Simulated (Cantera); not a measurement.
Input (Python, Cantera):

```python
import numpy as np
import cantera as ct

gas = ct.Solution("h2o2.yaml")
gas.TPX = 600, 750000, {'H2': 1, 'O2': 0.714, 'N2': 2.69}
flame = ct.FreeFlame(gas, width=0.0098)
flame.set_refine_criteria(ratio=3, slope=0.08, curve=0.16)
flame.transport_model = "mixture-averaged"
flame.solve(loglevel=0, auto=True)
flame.transport_model = "multicomponent"
flame.soret_enabled = True
flame.solve(loglevel=0, refine_grid=True)
z, T = flame.grid, flame.T
thick = (T[-1] - T[0]) / np.gradient(T, z).max()
show = ['H2', 'O2', 'H2O', 'H', 'OH', 'HO2']
print(f"laminar burning velocity  {flame.velocity[0] * 100:.3f} cm/s")
print(f"burnt temperature         {T[-1]:.1f} K")
print(f"thermal thickness         {thick * 1e3:.4f} mm")
print(f"grid points               {len(z)}")
z0 = z[flame.heat_release_rate.argmax()]
print(f"{'z/mm':>9s}{'T/K':>9s}{'u/(m/s)':>9s}" + "".join(f"{s:>11s}" for s in show))
rows = []
for k in (-3, -2, -1.5, -1, -0.5, -0.25, 0, 0.25, 0.5, 1, 2, 4, 8):
    zz = z0 + k * thick
    rows.append([k * thick, np.interp(zz, z, T), np.interp(zz, z, flame.velocity),
                 *(np.interp(zz, z, flame.X[gas.species_index(s)]) for s in show)])
    print(f"{rows[-1][0] * 1e3:9.3f}{rows[-1][1]:9.1f}{rows[-1][2]:9.3f}" + "".join(f"{x:11.3e}" for x in rows[-1][3:]))
```

Output:

```
laminar burning velocity  283.412 cm/s
burnt temperature         2206.1 K
thermal thickness         0.0378 mm
grid points               112
     z/mm      T/K  u/(m/s)         H2         O2        H2O          H         OH        HO2
   -0.113    600.0    2.832  2.262e-01  1.623e-01  1.547e-06  1.769e-13  4.696e-13  2.208e-08
   -0.076    600.4    2.823  2.232e-01  1.629e-01  2.416e-05  1.172e-11  3.155e-11  4.672e-07
   -0.057    601.7    2.811  2.175e-01  1.641e-01  1.213e-04  1.054e-10  2.928e-10  2.771e-06
   -0.038    611.8    2.801  1.996e-01  1.676e-01  1.079e-03  4.960e-09  1.348e-08  3.368e-05
   -0.019    747.6    3.255  1.475e-01  1.708e-01  1.732e-02  3.647e-05  5.054e-05  7.302e-04
   -0.009   1059.1    4.516  1.072e-01  1.544e-01  6.003e-02  1.036e-03  7.557e-04  8.964e-04
    0.000   1443.3    6.107  6.310e-02  1.201e-01  1.264e-01  4.672e-03  3.011e-03  5.015e-04
    0.009   1713.6    7.240  3.121e-02  8.854e-02  1.794e-01  7.052e-03  6.934e-03  2.679e-04
    0.019   1871.0    7.896  1.658e-02  7.219e-02  2.059e-01  6.332e-03  9.910e-03  1.559e-04
    0.038   2023.1    8.511  8.060e-03  6.288e-02  2.243e-01  3.410e-03  1.106e-02  7.421e-05
    0.076   2128.9    8.920  3.803e-03  6.030e-02  2.350e-01  1.093e-03  8.915e-03  3.085e-05
    0.151   2182.3    9.119  1.471e-03  5.992e-02  2.410e-01  2.553e-04  5.952e-03  1.256e-05
    0.302   2201.5    9.189  6.263e-04  6.010e-02  2.434e-01  7.420e-05  4.120e-03  7.179e-06
```

Computed with Cantera and the H2/O2 subset of GRI-Mech 3.0, which has no nitrogen chemistry. The hydrogen kinetics of GRI-Mech 3.0 are dated; newer H2 mechanisms differ, most at raised pressure. Burning velocities carry a grid error of a few per cent, more on coarse grids.
